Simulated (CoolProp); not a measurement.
Vapour-liquid equilibrium of isobutene (1) + n-octane (2) at 129 kPa; x and y are mole fractions of (1).

Model: multi-fluid Helmholtz-energy mixture model, Lemmon 2005 and Beckmüller 2019; pair parameters Bell 2016, in CoolProp.

| x | bubble temperature, mixture model (°C) | bubble temperature, Raoult's law (°C) | y, mixture model | y, Raoult's law |
|---|---|---|---|---|
| 0.05 | 103.8 | 97.7 | 0.594 | 0.680 |
| 0.125 | 72.4 | 67.5 | 0.873 | 0.902 |
| 0.2 | 53.9 | 50.5 | 0.945 | 0.957 |
| 0.275 | ___ | 39.2 | 0.972 | 0.978 |
| 0.35 | 32.9 | 30.9 | ___ | 0.987 |
| 0.425 | 26.1 | 24.6 | ___ | 0.992 |
| 0.5 | 20.6 | 19.4 | 0.993 | 0.995 |
| 0.575 | 16.0 | 15.1 | 0.996 | 0.997 |
| 0.65 | ___ | 11.5 | 0.997 | 0.998 |
| 0.725 | 8.7 | 8.3 | 0.998 | 0.999 |
| 0.8 | 5.8 | 5.5 | 0.999 | 0.999 |
| 0.875 | 3.2 | 3.0 | 0.999 | 1.000 |
| 0.95 | 0.8 | 0.7 | 1.000 | 1.000 |

Problem. Some entries are withheld; supply them.

Solution. 
- 0.275, bubble temperature, mixture model (°C): 41.7
- 0.35, y, mixture model: 0.983
- 0.425, y, mixture model: 0.990
- 0.65, bubble temperature, mixture model (°C): 12.1

The largest gap from Raoult's law is +6.1 K in bubble temperature, at x = 0.05. No azeotrope shows between x = 0.05 and 0.95.

Pair parameters are fitted to limited data, so mixtures are less certain than the pure fluids.
